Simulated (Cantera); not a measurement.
Cantera with NASA thermochemical tables; ideal gases at 1 bar, condensed phases pure. Values are per mole of reaction as written; species without (g) are pure solids or liquids, kept so even where they would boil at 1 bar.

BN + 3 Cl(g) = BCl3(g) + N(g), with ΔH° = -43.3 kJ and ΔS° = -66.9 J/K at 300 K.

**Question.** How far is the shortcut ΔG° ≈ ΔH°(300 K) − T·ΔS°(300 K) from the full temperature-dependent value at 1198, 1398, 1598, 1798, 1998, 2198, 2398, 2598, 2798, 2998 K?

**Answer.** 
| T (K) | shortcut (kJ) | full (kJ) | difference (kJ) | difference in log10 K |
|---|---|---|---|---|
| 1198 | 36.9 | 41.4 | -4.6 | 0.20 |
| 1398 | 50.3 | 57.0 | -6.7 | 0.25 |
| 1598 | 63.6 | 72.8 | -9.2 | 0.30 |
| 1798 | 77.0 | 89.0 | -12.0 | 0.35 |
| 1998 | 90.4 | 105.4 | -15.0 | 0.39 |
| 2198 | 103.8 | 122.0 | -18.2 | 0.43 |
| 2398 | 117.1 | 138.7 | -21.6 | 0.47 |
| 2598 | 130.5 | 155.7 | -25.1 | 0.51 |
| 2798 | 143.9 | 172.7 | -28.8 | 0.54 |
| 2998 | 157.3 | 190.0 | -32.7 | 0.57 |
The shortcut ignores the heat-capacity change of the reaction.
